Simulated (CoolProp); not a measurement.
The fluid at 298.15 K and 0.144 MPa flows at 5.7 m/s in a round tube of 2 mm bore and 1.5 µm roughness, fully developed (64/Re and Nu = 3.66 if laminar; Colebrook and Gnielinski if turbulent). The same conditions are run with several fluids, on thermodynamics alone (safety and materials aside).

Computed with CoolProp (reference Helmholtz-energy equation of state of each fluid (p-xylene: Zhou 2012; o-xylene: Zhou 2012; n-pentane: Thol 2019; R141b: Lemmon 2006; n-hexane: Thol 2019)).

**Question.** Rank p-xylene, o-xylene, n-pentane, R141b, n-hexane by Reynolds number, highest first.

**Answer.** n-pentane (39400), R141b (34500), n-hexane (25000), p-xylene (16100), o-xylene (13200)

```csv
fluid,Darcy friction factor,pressure drop (Pa/m),heat-transfer coefficient (W/(m² K)),mass flow (kg/h)
p-xylene,0.0287,200000,8450,55.2
o-xylene,0.0300,214000,7860,56.5
n-pentane,0.0242,122000,12200,40.1
R141b,0.0248,248000,10100,79.5
n-hexane,0.0263,140000,10400,42.2
```

Transport values come from each fluid's own correlations; those of n-pentane, R141b are estimates that may be off by 10 % or more.
